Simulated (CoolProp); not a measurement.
Values from CoolProp's reference Helmholtz-energy equation of state, Wu 2011.

**Question.** Give the vapour pressure (MPa), enthalpy of vaporisation (kJ/kg), liquid cp (kJ/(kg K)), liquid viscosity (µPa s) of saturated dimethyl ether at 334.3 K.

**Answer.** 
```
T (K)  p (MPa)  enthalpy of vaporisation (kJ/kg)  liquid cp (kJ/(kg K))  liquid viscosity (µPa s)
-----  -------  --------------------------------  ---------------------  ------------------------
334.3     1.49                               338                   2.71                      93.9
```

Viscosity comes from a separate model (Meng 2012).
